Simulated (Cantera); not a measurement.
Input: 1 mol Al₂O₃, 1 mol HCl, equilibrated at 0.100 bar.

These are equilibrium values from Cantera (NASA tables, ideal gas, pure condensed phases), not measurements of a reactor. Candidate condensed phases: Al, AlCl₃, Al₂O₃, H₂O; 29 gas species. Kinetics and transport are ignored. All values below are at 825 °C.

Base state: HCl 0.999, H₂O 0.000654, AlCl₃ 0.000436, H₂ 1.95e-5, Cl 1.59e-5, Cl₂ 1.15e-5 (mole fractions); condensed: Al₂O₃(s).

Problem. What changes in the equilibrium state with this change: pressure from 0.100 bar to 1.00 bar?

Solution. 
```
species          before     after
-------------  --------  --------
HCl               0.999     0.998
H₂O            0.000654   0.00104
AlCl₃          0.000436  0.000690
Cl              1.59e-5   5.46e-6
H₂              1.95e-5   1.64e-5
Cl₂             1.15e-5   1.37e-5
Al₂O₃(s), mol     1.000     1.000
```
